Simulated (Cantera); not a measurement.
Hydrogen reduction and annealing atmospheres: Ta₂O₅ + H₂ + H₂O

Charge: 1 mol Ta₂O₅, 15 mol H₂, 0.56 mol H₂O, equilibrated at 750 Torr.

Equilibrium computed with Cantera from the NASA thermochemical tables; the gas is ideal and each condensed phase is pure. Candidate condensed phases: H₂O, Ta, Ta₂O₅; 12 gas species. The numbers say what is thermodynamically allowed, not how fast it happens.

```tsv
T (K)	log p H₂	log p H₂O	log p H	log p OH	n Ta₂O₅(s)	n Ta₂O₅(l)
1523	-0.02	-1.44	-4.64	-7.58	1.00	0
1573	-0.02	-1.44	-4.40	-7.27	1.00	0
1623	-0.02	-1.44	-4.17	-6.97	1.00	0
1673	-0.02	-1.44	-3.95	-6.70	1.00	0
1723	-0.02	-1.44	-3.75	-6.44	1.00	0
1773	-0.02	-1.44	-3.55	-6.19	1.00	0
1823	-0.02	-1.44	-3.37	-5.96	1.00	0
1873	-0.02	-1.44	-3.20	-5.74	1.00	0
1923	-0.02	-1.44	-3.03	-5.53	1.00	0
1973	-0.02	-1.44	-2.88	-5.33	1.000	0
2023	-0.02	-1.44	-2.73	-5.14	1.000	0
2073	-0.02	-1.44	-2.59	-4.96	0	1.000
2123	-0.02	-1.44	-2.45	-4.79	0	1.000
2173	-0.02	-1.45	-2.33	-4.63	0	1.000
```
log p: log10 of the partial pressure in bar; n: condensed amount in mol.

From 1523 K to 2023 K the condensed part is Ta₂O₅(s). From 2073 K to 2173 K the condensed part is Ta₂O₅(l).
